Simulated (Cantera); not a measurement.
Cantera run:

```python
import numpy as np
import cantera as ct

gas_names = """
    Fe H H2 H2S S SH S2 S8
""".split()
cond_names = """
    Fe(a) Fe(c) Fe(d) Fe(L) FeS(a) FeS(b) FeS(c) FeS(L) FeS2(s) S(cr1) S(cr2) S(L)
""".split()


# ... load() reads the species with a 1 bar reference pressure and builds the phases ...
atoms = {
    'FeS2': {'Fe': 1, 'S': 2},
    'H2': {'H': 2},
}
top_T = {'FeS2(s)': 1010}  # K; cautious upper limits of use, not melting points


# ... equilibrate(T, P, feed) seeds the gas with the atoms and calls Mixture.equilibrate('TP', solver="vcs", rtol=1e-11, max_steps=5000) ...
results = []
feed = {'FeS2': 1, 'H2': 0.46}  # mol
T = 1798.15  # K
for P in [10, 42, 180, 750, 3200, 13000, 56000, 240000, 1000000]:
    mix = equilibrate(T, P, feed)
    results.append((T, P, feed, dict(zip(mix.species_names, mix.species_moles))))
    x = sorted(zip(gas.X, gas.species_names), reverse=True)
    print(f"T = {T:g} K  P = {P:g} Pa  gas = {mix.phase_moles(0):.4g} mol")
    print("   x: " + "  ".join(f"{s} {v:.3e}" for v, s in x if v > 0.001))
    print("   condensed (mol): " + ("  ".join(f"{mix.phase(i).name} {mix.phase_moles(i):.4g}"
          for i in range(1, mix.n_phases) if mix.phase_moles(i) > 1e-12) or "none"))
```

Output:

```
T = 1798.15 K  P = 10 Pa  gas = 2.141 mol
   x: S2 4.358e-01  Fe 2.869e-01  H2 1.991e-01  S 4.830e-02  H 1.573e-02  SH 1.279e-02  H2S 1.431e-03
   condensed (mol): Fe(d) 0.3858
T = 1798.15 K  P = 42 Pa  gas = 1.594 mol
   x: S2 6.022e-01  H2 2.706e-01  Fe 6.830e-02  S 2.771e-02  SH 1.752e-02  H 8.948e-03  H2S 4.684e-03
   condensed (mol): Fe(d) 0.8911
T = 1798.15 K  P = 180 Pa  gas = 0.9779 mol
   x: S2 4.935e-01  H2 4.431e-01  SH 2.029e-02  H2S 1.437e-02  S 1.211e-02  Fe 1.114e-02  H 5.531e-03
   condensed (mol): FeS(L) 0.9891
T = 1798.15 K  P = 750 Pa  gas = 0.952 mol
   x: S2 4.980e-01  H2 4.422e-01  H2S 2.942e-02  SH 2.037e-02  S 5.962e-03  H 2.707e-03  Fe 1.304e-03
   condensed (mol): FeS(L) 0.9988
T = 1798.15 K  P = 3200 Pa  gas = 0.935 mol
   x: S2 4.945e-01  H2 4.234e-01  H2S 5.797e-02  SH 1.986e-02  S 2.876e-03  H 1.282e-03
   condensed (mol): FeS(L) 0.9999
T = 1798.15 K  P = 13000 Pa  gas = 0.9125 mol
   x: S2 4.848e-01  H2 3.883e-01  H2S 1.061e-01  SH 1.883e-02  S 1.413e-03
   condensed (mol): FeS(L) 1
T = 1798.15 K  P = 56000 Pa  gas = 0.8795 mol
   x: S2 4.676e-01  H2 3.303e-01  H2S 1.840e-01  SH 1.706e-02
   condensed (mol): FeS(L) 1
T = 1798.15 K  P = 240000 Pa  gas = 0.8401 mol
   x: S2 4.448e-01  H2S 2.859e-01  H2 2.543e-01  SH 1.460e-02
   condensed (mol): FeS(L) 1
T = 1798.15 K  P = 1e+06 Pa  gas = 0.8029 mol
   x: S2 4.210e-01  H2S 3.917e-01  H2 1.754e-01  SH 1.179e-02
   condensed (mol): FeS(L) 1
```

Equilibrium computed with Cantera from the NASA thermochemical tables; the gas is ideal and each condensed phase is pure. FeS: taken at fixed stoichiometry.
